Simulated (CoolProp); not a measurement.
Model: reference Helmholtz-energy equation of state, Gao 2020, in CoolProp.

Question: For ammonia, give the phase and the cp (kJ/(kg K)), expansivity (1/kK), viscosity (µPa s), conductivity (mW/(m K)) at -7.65 °C and 4370 kPa; -7.65 °C and 8740 kPa.

Answer: 
- -7.65 °C and 4370 kPa: liquid; cp 4.55, expansivity 2.01, viscosity 189, conductivity 589
- -7.65 °C and 8740 kPa: liquid; cp 4.52, expansivity 1.96, viscosity 193, conductivity 596

Viscosity comes from a separate model (Fenghour 1995). Thermal conductivity comes from a separate model (Tufeu 1984).
